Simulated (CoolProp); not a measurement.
Computed with CoolProp (reference Helmholtz-energy equation of state, Thol 2016).

### Question
Give the vapour pressure (MPa), liquid density (kg/m³), vapour density (kg/m³), enthalpy of vaporisation (kJ/kg) of saturated hexamethyldisiloxane (MM) at 140.05, 149.65 °C.

### Answer
```tsv
T (°C)	p (MPa)	liquid density (kg/m³)	vapour density (kg/m³)	enthalpy of vaporisation (kJ/kg)
140.05	0.281	624	15.3	170
149.65	0.348	610	18.9	164
```
